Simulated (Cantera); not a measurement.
# Cu + F2 + H2 (aluminium and copper etching)

Charge: 1 mol Cu, 3.2 mol F2, 3.3 mol H2, at 0.0100 bar.

Equilibrium computed with Cantera from the NASA thermochemical tables; the gas is ideal and each condensed phase is pure. Candidate condensed phases: Cu, CuF2; 15 gas species. Kinetics and transport are ignored.

From 825 °C to 1075 °C the condensed part is Cu(s). From 1125 °C to 1275 °C the condensed part is Cu(l). The main Cu-bearing gas is CuF at 825 °C and Cu at 1275 °C.

| T (°C) | x HF | x H2 | x Cu | x CuF | x H | x Cu2 | x H2F2 | n Cu(s) | n Cu(l) |
|---|---|---|---|---|---|---|---|---|---|
| 825 | 0.985 | 0.0154 | 5.57e-8 | 6.50e-7 | 3.07e-8 | <1e-12 | 2.80e-7 | 1.000 | 0 |
| 875 | 0.985 | 0.0154 | 2.72e-7 | 2.20e-6 | 8.89e-8 | 4.12e-12 | 2.45e-7 | 1.000 | 0 |
| 925 | 0.985 | 0.0154 | 1.16e-6 | 6.71e-6 | 2.36e-7 | 3.22e-11 | 2.16e-7 | 1.000 | 0 |
| 975 | 0.985 | 0.0154 | 4.41e-6 | 1.87e-5 | 5.79e-7 | 2.13e-10 | 1.93e-7 | 1.000 | 0 |
| 1025 | 0.985 | 0.0154 | 1.50e-5 | 4.80e-5 | 1.33e-6 | 1.21e-9 | 1.74e-7 | 1.000 | 0 |
| 1075 | 0.984 | 0.0154 | 4.68e-5 | 0.000115 | 2.87e-6 | 6.03e-9 | 1.59e-7 | 0.999 | 0 |
| 1125 | 0.984 | 0.0155 | 0.000130 | 0.000248 | 5.89e-6 | 2.49e-8 | 1.45e-7 | 0 | 0.998 |
| 1175 | 0.984 | 0.0156 | 0.000332 | 0.000503 | 1.15e-5 | 9.17e-8 | 1.34e-7 | 0 | 0.995 |
| 1225 | 0.982 | 0.0158 | 0.000795 | 0.000969 | 2.16e-5 | 3.08e-7 | 1.24e-7 | 0 | 0.989 |
| 1275 | 0.980 | 0.0162 | 0.00180 | 0.00177 | 3.92e-5 | 9.51e-7 | 1.16e-7 | 0 | 0.977 |
x: gas mole fraction; n: condensed amount in mol.
